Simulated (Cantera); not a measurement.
Input: 1 mol SiO2, 0.94 mol H2, 0.039 mol H2O, at 1.70 mbar.

Method: chemical equilibrium by Gibbs-energy minimisation in Cantera with the NASA 1993 tables (ideal gas, pure condensed phases). Candidate condensed phases: H2O, Si, SiO2; 18 gas species. The tables hold silica as quartz up to 1696 K and as liquid above; real silica turns to tridymite and cristobalite and melts near 1996 K. Kinetics and transport are ignored.

x: gas mole fraction; n: condensed amount in mol.

| T (K) | x H2 | x H2O | x SiO | x H | x OH | n SiO2(β-quartz) | n SiO2(condensed) |
|---|---|---|---|---|---|---|---|
| 1100 | 0.960 | 0.0398 | 2.97e-12 | 6.14e-7 | 1.14e-10 | 1.00 | 0 |
| 1175 | 0.960 | 0.0398 | 1.37e-10 | 2.91e-6 | 8.42e-10 | 1.00 | 0 |
| 1250 | 0.960 | 0.0398 | 3.96e-9 | 1.15e-5 | 4.92e-9 | 1.00 | 0 |
| 1325 | 0.960 | 0.0398 | 7.73e-8 | 3.89e-5 | 2.35e-8 | 1.00 | 0 |
| 1400 | 0.960 | 0.0398 | (withheld) | (withheld) | (withheld) | 1.000 | 0 |
| 1475 | 0.960 | 0.0398 | (withheld) | (withheld) | (withheld) | 1.000 | 0 |
| 1550 | 0.959 | 0.0399 | 9.81e-5 | 0.000748 | 1.05e-6 | 1.000 | 0 |
| 1625 | 0.957 | 0.0404 | 0.000666 | 0.00167 | 2.98e-6 | 0.999 | 0 |
| 1700 | 0.950 | 0.0432 | 0.00357 | 0.00348 | 8.18e-6 | 0 | 0.996 |

### Question
Fill in the missing entries.

### Answer

- 1475, x SiO: 1.16e-5
- 1475, x H: 0.000308
- 1475, x OH: 3.35e-7
- 1400, x SiO: 1.09e-6
- 1400, x H: 0.000116
- 1400, x OH: 9.53e-8
